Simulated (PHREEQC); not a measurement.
Solution (25 °C): 0.0032 mol/kgw CdSO4, 0.0002 mol/kgw HBF4 and 4e-05 mol/kgw Ca(HCO3)2. Closed to the air; pH follows from the charge balance.

All values are PHREEQC results (ion-association model, phreeqc.dat), not measurements.

No solid was allowed to form.

Question: What pH, ionic strength does the model give?

Answer: pH 3.44; ionic strength 0.0102 mol/kgw.

Question: In which forms is Cd present?

Answer: Cd+2 76 %, CdSO4 23 %, Cd(SO4)2-2 0.6 % of the Cd.

Complexes and solids missing from the database can't appear. Real BF4- forms and hydrolyses slowly; the run takes it at equilibrium.
